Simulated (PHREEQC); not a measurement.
PHREEQC input (ion-association model, phreeqc.dat):

```
SOLUTION 0
  temp 40
  units mmol/kgw
  pH 7 charge
  S(6) 0.36
  Mg 0.36
  Cl 0.01
  O(0) 1 O2(g) -0.68
SOLUTION 1-40
  temp 40
  units mmol/kgw
  pH 7 charge
  Cl 29.01
  K 29
  S(6) 16
  Na 32
  O(0) 1 O2(g) -0.68
END
EXCHANGE 1-40
  X 0.0019
  -equilibrate 1
END
SELECTED_OUTPUT 1
  -reset false
  -pH true
  -pe true
  -ionic_strength true
  -water true
  -step true
  -totals Cl K Mg Na S S(-2) S(6)
  -molalities KX MgX2 NaX
  -saturation_indices Halite Sylvite
PRINT
  -reset false
TRANSPORT
  -cells 40
  -shifts 320
  -lengths 0.0025
  -time_step 3600
  -dispersivities 0.005
  -boundary_conditions flux flux
  -correct_disp true
  -punch_cells 40
  -punch_frequency 10
END
```

Selected output (columns that matter, 19 of 33 rows; pore volumes added in front):

```
pore volumes	pH	mu	Cl	K	Mg	Na	S	m_KX	m_MgX2	si_Halite	si_Sylvite
0	5.3333	0.072428	0.02901	0.029	0	0.032	0.016	0.0015279	0	-4.8296	-4.2788
0.5125	5.3297	0.070685	0.028277	0.028277	1.9891e-06	0.031195	0.015605	0.0015277	2.0224e-07	-4.8499	-4.2987
1.0125	5.2256	0.031873	0.012223	0.012505	7.5261e-06	0.013585	0.0069463	0.0015277	4.2775e-06	-5.5182	-4.953
1.2625	5.1501	0.015064	0.0054744	0.0058755	2.0295e-06	0.0061987	0.003307	0.001535	5.8103e-06	-6.1651	-5.5832
1.7625	5.0591	0.0030742	0.00077621	0.0012303	7.7228e-08	0.0010822	0.00077323	0.0015845	6.3498e-06	-7.7126	-7.0481
2.2625	5.037	0.0013089	9.5807e-05	0.00060522	1.5412e-08	0.00029311	0.00040628	0.0017077	6.3863e-06	-9.17	-8.2457
2.7625	5.0339	0.0011081	1.8711e-05	0.00064845	1.5313e-08	8.9624e-05	0.0003647	0.0018322	6.4051e-06	-10.391	-8.9221
3.0125	5.0337	0.0010924	1.2722e-05	0.00068277	1.6456e-08	4.2852e-05	0.00036147	0.0018618	6.414e-06	-10.879	-9.067
3.5125	5.0336	0.0010991	1.026e-05	0.00067611	1.9305e-05	5.8214e-06	0.00036014	0.00055149	0.00067374	-11.839	-9.1648
4.0125	5.0337	0.0013288	1.0024e-05	3.4555e-05	0.00034257	3.6523e-07	0.00036001	7.9013e-06	0.00094604	-13.055	-10.47
4.5125	5.0337	0.0013402	1.0002e-05	3.6948e-06	0.00035814	3.2488e-08	0.00036	8.2771e-07	0.00094959	-14.107	-11.441
5.0125	5.0337	0.0013414	1e-05	4.655e-07	0.00035977	3.1321e-09	0.00036	1.0406e-07	0.00094995	-15.123	-12.341
5.2625	5.0337	0.0013415	1e-05	1.7047e-07	0.00035991	9.8752e-10	0.00036	3.8101e-08	0.00094998	-15.624	-12.777
5.7625	5.0337	0.0013416	1e-05	2.3747e-08	0.00035999	9.9958e-11	0.00036	5.3073e-09	0.00095	-16.619	-13.634
6.2625	5.0337	0.0013416	1e-05	3.4215e-09	0.00036	1.0272e-11	0.00036	7.6465e-10	0.00095	-17.607	-14.475
6.7625	5.0337	0.0013416	1e-05	5.0343e-10	0.00036	1.0647e-12	0.00036	1.1251e-10	0.00095	-18.591	-15.307
7.0125	5.0337	0.0013416	1e-05	1.9414e-10	0.00036	3.435e-13	0.00036	4.3387e-11	0.00095	-19.083	-15.721
7.5125	5.0337	0.0013416	1e-05	2.9082e-11	0.00036	3.5843e-14	0.00036	6.4994e-12	0.00095	-20.064	-16.546
8.0125	5.0337	0.0013416	1e-05	4.3852e-12	0.00036	3.7483e-15	0.00036	9.8003e-13	0.00095	-21.045	-17.367
```

Species that the database lacks are ignored. At this temperature some constants are extrapolated from 25 °C, and those without enthalpy data are left unchanged.
